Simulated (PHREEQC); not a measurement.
Make-up at 25 °C: 0.00097 mol BaBr2, 0.00025 mol TMAH and 0.00024 mol H4SiO4 per kg of water. Closed to the air; pH follows from the charge balance.

The numbers come from PHREEQC with the ion-association model, phreeqc.dat.

Each row changes one thing in this solution. This is a speciation only: nothing precipitates in the calculation.

```tsv
case	pH	ionic strength (mol/kgw)	H3SiO4- (mol/kgw)	H4SiO4 (mol/kgw)	H2SiO4-2 (mol/kgw)	SI of Quartz (SiO2)
as made	9.99	0.00316	0.000145	9.50e-5	1.14e-7	-0.04
BaBr2 left out	10.01	0.000250	0.000145	9.49e-5	1.06e-7	-0.04
diluted 5-fold with water	9.51	0.000632	1.59e-5	3.21e-5	3.85e-9	-0.51
temperature from 25 to 65 °C	[?]	0.00316	8.70e-5	0.000153	6.81e-8	-0.35
TMAH from 0.00025 to 0.000125 mol/kgw	9.55	0.00303	8.63e-5	[?]	2.51e-8	+0.17
BaBr2 from 0.00097 to 0.00107 mol/kgw	9.99	0.00346	0.000145	9.50e-5	1.15e-7	-0.04
4.6e-05 mol/kgw KBr added	9.99	0.00321	0.000145	9.50e-5	1.15e-7	-0.04
temperature from 25 to 80 °C	8.81	0.00316	6.96e-5	0.000170	[?]	-0.47
H4SiO4 from 0.00024 to 2.4e-05 mol/kgw	10.33	0.00316	[?]	5.49e-6	3.22e-8	-1.28
```

Problem. What belongs in the gaps?

Solution. 
- temperature from 25 to 65 °C, pH: 9.08
- TMAH from 0.00025 to 0.000125 mol/kgw, H4SiO4 (mol/kgw): 0.000154
- temperature from 25 to 80 °C, H2SiO4-2 (mol/kgw): 5.03e-8
- H4SiO4 from 0.00024 to 2.4e-05 mol/kgw, H3SiO4- (mol/kgw): 1.85e-5

Complexes and solids missing from the database can't appear. Some of these states are supersaturated (in Quartz (slow to form), for instance). (CH3)4N+ isn't in the database: it is added as a free cation with an ion size of 4 Å. Away from 25 °C the constants follow the database's enthalpies or fits; those with neither stay at their 25 °C values.
